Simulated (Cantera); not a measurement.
Input (Python, Cantera) and output of one run.

```python
import numpy as np
import cantera as ct

gas_names = """
    N NO NO2 NO3 N2 N2O O O2 O3 Si SiN SiO SiO2 Si2 Si2N Si3
""".split()
cond_names = """
    Si(cr) Si(L) SiO2(Lqz) SiO2(hqz) SiO2(L) Si2N2O(s) Si3N4(a)
""".split()


# ... load() reads the species with a 1 bar reference pressure and builds the phases ...
atoms = {
    'Si': {'Si': 1},
    'N2O': {'N': 2, 'O': 1},
    'N2': {'N': 2},
}
top_T = {'Si2N2O(s)': 2100, 'Si3N4(a)': 2400}  # K; cautious upper limits of use, not melting points


# ... equilibrate(T, P, feed) seeds the gas with the atoms and calls Mixture.equilibrate('TP', solver="vcs", rtol=1e-11, max_steps=5000) ...
results = []
feed = {'Si': 1, 'N2O': 0.069, 'N2': 5.2}  # mol
P = 5.9  # Pa
for T in [1550, 1575, 1600, 1625, 1650, 1675, 1700, 1725, 1750, 1775, 1800, 1825, 1850]:
    mix = equilibrate(T, P, feed)
    results.append((T, P, feed, dict(zip(mix.species_names, mix.species_moles))))
    x = sorted(zip(gas.X, gas.species_names), reverse=True)
    print(f"T = {T:g} K  P = {P:g} Pa  gas = {mix.phase_moles(0):.4g} mol")
    print("   x: " + "  ".join(f"{s} {v:.3e}" for v, s in x if v > 0.001))
    print("   condensed (mol): " + ("  ".join(f"{mix.phase(i).name} {mix.phase_moles(i):.4g}"
          for i in range(1, mix.n_phases) if mix.phase_moles(i) > 1e-12) or "none"))
```

Result:

```
T = 1550 K  P = 5.9 Pa  gas = 5.341 mol
   x: N2 9.865e-01  SiO 1.292e-02
   condensed (mol): Si(cr) 0.9279
T = 1575 K  P = 5.9 Pa  gas = 5.343 mol
   x: N2 9.861e-01  SiO 1.291e-02
   condensed (mol): Si(cr) 0.9256
T = 1600 K  P = 5.9 Pa  gas = 5.347 mol
   x: N2 9.854e-01  SiO 1.290e-02  Si 1.653e-03
   condensed (mol): Si(cr) 0.9219
T = 1625 K  P = 5.9 Pa  gas = 5.353 mol
   x: N2 9.843e-01  SiO 1.289e-02  Si 2.761e-03
   condensed (mol): Si(cr) 0.9157
T = 1650 K  P = 5.9 Pa  gas = 5.363 mol
   x: N2 9.825e-01  SiO 1.287e-02  Si 4.541e-03
   condensed (mol): Si(cr) 0.9058
T = 1675 K  P = 5.9 Pa  gas = 5.378 mol
   x: N2 9.797e-01  SiO 1.283e-02  Si 7.355e-03
   condensed (mol): Si(cr) 0.8901
T = 1700 K  P = 5.9 Pa  gas = 5.401 mol
   x: N2 9.755e-01  SiO 1.278e-02  Si 1.150e-02
   condensed (mol): Si(L) 0.8668
T = 1725 K  P = 5.9 Pa  gas = 5.433 mol
   x: N2 9.698e-01  Si 1.721e-02  SiO 1.270e-02
   condensed (mol): Si(L) 0.8345
T = 1750 K  P = 5.9 Pa  gas = 5.479 mol
   x: N2 9.615e-01  Si 2.544e-02  SiO 1.259e-02
   condensed (mol): Si(L) 0.7872
T = 1775 K  P = 5.9 Pa  gas = 5.547 mol
   x: N2 9.497e-01  Si 3.720e-02  SiO 1.244e-02
   condensed (mol): Si(L) 0.7183
T = 1800 K  P = 5.9 Pa  gas = 5.645 mol
   x: N2 9.331e-01  Si 5.383e-02  SiO 1.222e-02
   condensed (mol): Si(L) 0.6179
T = 1825 K  P = 5.9 Pa  gas = 5.79 mol
   x: N2 9.098e-01  Si 7.708e-02  SiO 1.192e-02
   condensed (mol): Si(L) 0.4713
T = 1850 K  P = 5.9 Pa  gas = 6.002 mol
   x: N2 8.775e-01  Si 1.093e-01  SiO 1.150e-02
   condensed (mol): Si(L) 0.2553
```

Cantera equilibrium calculation (NASA polynomials, part measured and part estimated; ideal gas, pure solids and liquids). The tables' values for SiN are old estimates; treat these amounts as uncertain.
